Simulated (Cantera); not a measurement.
An isothermal, constant-pressure homogeneous reactor starts with 73.5 % CH4, 26.5 % H2O, at 1973 K and 4.70 bar.

Cantera simulation using GRI-Mech 3.0 (53 species, 325 reactions); the numbers are that mechanism's predictions, not measurements. GRI-Mech 3.0 stops at C3 and has no aromatics, soot or wall deposition, so with more carbon than oxygen in the feed, carbon stays in small species such as C2H2 where larger ones or solid carbon would form.

One state of this run: x CH4 = 0.0878; x H2O = 0.155; x CH2 = 1.82e-6; x H = 0.000449; x HO2 = 1.42e-12. x: mole fraction; the columns are a selection and need not sum to one.

Which value of t (s) does it belong to?
A. 10.5
B. 1.60e-5
C. 0.000456
D. 300

C, 0.000456
